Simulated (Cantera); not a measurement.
Input: 1 mol SiH₄, 0.83 mol N₂, equilibrated at 100000 Pa.

Equilibrium computed with Cantera from the NASA thermochemical tables; the gas is ideal and each condensed phase is pure. Candidate condensed phases: Si, Si₃N₄; 18 gas species. N₂ is the only nitrogen source here; it is nearly inert below about 1500 K, so the nitride shown seldom forms there in practice. Mutual solubility and eutectic melting of coexisting phases are not modelled. Gases not in the tables: Si₂H₆ and higher silanes. Equilibrium is a limit: real reactors are often held back by kinetics, nucleation or transport.

### Question
Which condensed phases are stable at each of these points (T (°C)): 877, 952, 1027, 1102, 1177, 1252, 1327, 1402, 1477, 1552, 1627, 1702, 1777?

### Answer
```
T (°C)  condensed phases  Si condensed (%)
------  ----------------  ----------------
877             Si₃N₄(s)             100.0
952             Si₃N₄(s)             100.0
1027            Si₃N₄(s)             100.0
1102            Si₃N₄(s)             100.0
1177            Si₃N₄(s)             100.0
1252            Si₃N₄(s)             100.0
1327            Si₃N₄(s)             100.0
1402            Si₃N₄(s)             100.0
1477            Si₃N₄(s)             100.0
1552            Si₃N₄(s)             100.0
1627            Si₃N₄(s)             100.0
1702    Si(l) + Si₃N₄(s)             100.0
1777               Si(l)              99.9
```

From 877 °C to 1627 °C the condensed part is Si₃N₄(s). At 1702 °C the condensed part is Si(l) + Si₃N₄(s). At 1777 °C the condensed part is Si(l).
